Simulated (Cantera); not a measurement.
A closed system holds: 1 mol borazine, 0.49 mol N2, 1 mol H2O, equilibrated at 2000 K and 0.140 bar.

Method: chemical equilibrium by Gibbs-energy minimisation in Cantera with the NASA 1993 tables (ideal gas, pure condensed phases). Candidate condensed phases: B, BN, B2O3, B3O3H3, H2O; 39 gas species. The feed counts by its element totals alone. The tables' values for BH2 are old estimates; treat these amounts as uncertain. The numbers say what is thermodynamically allowed, not how fast it happens.

Base state: H2 0.703, N2 0.171, HBO 0.0708, B2O2 0.0194, B2O3 0.0174, HBO2 0.00920, BO 0.00533, H 0.00364 (mole fractions); condensed: BN(s).

Task: What changes in the equilibrium state with this change: temperature from 2000 K to 925 K?

Result: 
```csv
species,before,after
H2,0.703,0.828
N2,0.171,0.170
H2O,0.000507,0.00237
HBO,0.0708,<1e-9
B2O2,0.0194,<1e-9
B2O3,0.0174,<1e-9
HBO2,0.00920,6.19e-7
BO,0.00533,<1e-9
H,0.00364,<1e-9
"BN(s), mol",2.15,2.34
"B2O3(l), mol",0,0.330
```
Gases not in the tables: H3BO3.

Task: What changes in the equilibrium state with this change: temperature from 2000 K to 2048 K?

Result: 
```
species      before    after
----------  -------  -------
H2            0.703    0.693
N2            0.171    0.173
HBO          0.0708   0.0790
B2O3         0.0174   0.0128
B2O2         0.0194   0.0229
B2O         5.50e-6  1.29e-5
BH2         2.31e-5  4.20e-5
BN(s), mol     2.15     2.11
```
